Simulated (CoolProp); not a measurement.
Vapour-liquid equilibrium of carbon dioxide (1) + CHF3 (R23) (2) at 272.6 K; x and y are mole fractions of (1).

Computed with CoolProp (multi-fluid Helmholtz-energy mixture model, Span 1996 and Penoncello 2003; pair parameters Bell 2016).

```
x     bubble pressure, mixture model (MPa)  bubble pressure, Raoult's law (MPa)  y, mixture model  y, Raoult's law
----  ------------------------------------  -----------------------------------  ----------------  ---------------
0.05                                 2.520                                2.507             0.064            0.069
0.15                                 2.644                                2.604             0.185            0.198
0.25                                 2.766                                2.702             0.298            0.318
0.35                                 2.883                                2.800             0.405            0.429
0.45                                 2.995                                2.897             0.505            0.533
0.55                                 3.098                                2.995             0.599            0.631
0.65                                 3.192                                3.093             0.690            0.722
0.75                                 3.276                                3.190             0.779            0.807
0.85                                 3.349                                3.288             0.866            0.888
0.95                                 3.410                                3.386             0.955            0.964
```

The largest gap from Raoult's law is +3.4 % in bubble pressure, at x = 0.55. No azeotrope shows between x = 0.05 and 0.95.

Pair parameters are fitted to limited data, so mixtures are less certain than the pure fluids.
